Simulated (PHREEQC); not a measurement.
A solution holds 0.0051 mol HNO3 and 2.6e-07 mol H4SiO4 per kg of water, at 25 °C. It is in equilibrium with CO2 at log p = -1 (atm). Otherwise closed; pH follows from the charge balance.

Computed with PHREEQC (ion-association model, phreeqc.dat).

Each row changes one thing in this solution. No solid was allowed to form.

| case | pH | ionic strength (mol/kgw) | HCO3- (mol/kgw) | (CO2)2 (mol/kgw) | SI of Quartz (SiO2) |
|---|---|---|---|---|---|
| as made | 2.32 | 0.00510 | 3.42e-7 | 2.12e-7 | -2.60 |
| HNO3 left out | 4.41 | 3.92e-5 | 3.92e-5 | 2.12e-7 | -2.60 |
| HNO3 from 0.0051 to 0.051 mol/kgw | 1.36 | 0.0510 | 4.20e-8 | 2.10e-7 | -2.60 |
| H4SiO4 replaced by Na2SiF6 at the same molality | 2.32 | 0.00510 | 3.42e-7 | 2.12e-7 | -2.60 |
| diluted 10-fold with water | 3.30 | 0.000513 | 3.10e-6 | 2.12e-7 | -3.60 |
| temperature from 25 to 35 °C | 2.32 | 0.00510 | 2.94e-7 | 1.76e-7 | -2.75 |
| HNO3 replaced by Mg(NO3)2 at the same molality | 4.40 | 0.0153 | 4.27e-5 | 2.12e-7 | -2.60 |
| H4SiO4 from 2.6e-07 to 2.6e-06 mol/kgw | 2.32 | 0.00510 | 3.42e-7 | 2.12e-7 | -1.60 |

SiF6-2 is the database's only silicon fluoride.
